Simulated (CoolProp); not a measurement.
A single-stage vapour-compression cycle with n-pentane: evaporating at 279.15 K (dew point), condensing at 343.15 K (bubble point), superheat 8 K, subcooling 8 K, compressor efficiency 0.65, no pressure losses. Each further row changes one setting.

Values from CoolProp's reference Helmholtz-energy equation of state, Thol 2019.

```csv
case,cooling COP,pressure ratio,discharge temperature (K),refrigerating effect (kJ/kg),volumetric capacity (kJ/m³)
as stated,2.28,8.88,357.0,261,256
evaporating temperature 284.15 K,2.58,…,355.7,269,…
condensing temperature 338.15 K,…,…,352.6,274,269
subcooling 13 K,2.39,8.88,357.0,274,268
superheat 18 K,…,8.88,367.4,…,263
compressor efficiency 0.55,1.93,8.88,367.3,261,256
```

**Question.** Some entries are withheld; supply them.

**Answer.** 
- evaporating temperature 284.15 K, pressure ratio: 7.19
- evaporating temperature 284.15 K, volumetric capacity (kJ/m³): 322
- condensing temperature 338.15 K, cooling COP: 2.55
- condensing temperature 338.15 K, pressure ratio: 7.75
- superheat 18 K, cooling COP: 2.33
- superheat 18 K, refrigerating effect (kJ/kg): 278
